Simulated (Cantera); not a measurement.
Cantera run:

```python
import numpy as np
import cantera as ct

gas_names = """
    H H2 N NH NH2 NH3 N2 N2H2 N2H4 Si SiH SiH2 SiH3 SiH4 SiN Si2 Si2N Si3
""".split()
cond_names = """
    Si(cr) Si(L) Si3N4(a)
""".split()


# ... load() reads the species with a 1 bar reference pressure and builds the phases ...
atoms = {
    'SiH4': {'Si': 1, 'H': 4},
    'NH3': {'N': 1, 'H': 3},
    'N2': {'N': 2},
}
top_T = {'Si3N4(a)': 2400}  # K; cautious upper limits of use, not melting points


# ... equilibrate(T, P, feed) seeds the gas with the atoms and calls Mixture.equilibrate('TP', solver="vcs", rtol=1e-11, max_steps=5000) ...
results = []
feed = {'SiH4': 1, 'NH3': 14, 'N2': 20}  # mol
P = 133.322  # Pa
for T in [1323, 1373, 1423, 1473, 1523, 1573, 1623, 1673, 1723, 1773, 1823, 1873]:
    mix = equilibrate(T, P, feed)
    results.append((T, P, feed, dict(zip(mix.species_names, mix.species_moles))))

top = {s: max(r[3][s] / sum(r[3][g] for g in gas_names) for r in results) for s in gas_names}
cols = sorted((s for s in top if top[s] > 0.001), key=lambda s: -top[s])[:9]
seen = [c for c in cond_names if any(r[3].get(c, 0) > 1e-12 for r in results)]
print("log10 of partial pressures in bar; condensed amounts in mol")
print(f"{'T/K':>10s}" + "".join(f"{s[:9]:>10s}" for s in cols + seen))
for T, P, feed, n in results:
    ng = sum(n[g] for g in gas_names)
    print(f"{T:10.4g}" + "".join(f"{np.log10(max(n[s] / ng * P / 1e5, 1e-99)):10.3f}" for s in cols)
          + "".join(f"{n.get(c, 0):10.4g}" for c in seen))
```

It prints:

```
log10 of partial pressures in bar; condensed amounts in mol
       T/K        N2        H2         H        Si    Si(cr)     Si(L)  Si3N4(a)
      1323    -3.148    -3.207    -7.403   -11.983         0         0    0.3333
      1373    -3.148    -3.207    -7.081   -10.988         0         0    0.3333
      1423    -3.148    -3.207    -6.781   -10.063         0         0    0.3333
      1473    -3.148    -3.207    -6.501    -9.203         0         0    0.3333
      1523    -3.148    -3.207    -6.240    -8.399         0         0    0.3333
      1573    -3.148    -3.207    -5.994    -7.648         0         0     0.333
      1623    -3.148    -3.207    -5.764    -6.943         0         0    0.3317
      1673    -3.143    -3.214    -5.551    -6.379     0.982         0         0
      1723    -3.144    -3.215    -5.347    -6.007         0    0.9583         0
      1773    -3.145    -3.217    -5.154    -5.672         0    0.9111         0
      1823    -3.146    -3.219    -4.973    -5.355         0    0.8172         0
      1873    -3.148    -3.224    -4.802    -5.055         0    0.6368         0
```

These are equilibrium values from Cantera (NASA tables, ideal gas, pure condensed phases), not measurements of a reactor. The tables' values for SiN are old estimates; treat these amounts as uncertain. Gases not in the tables: Si2H6 and higher silanes.
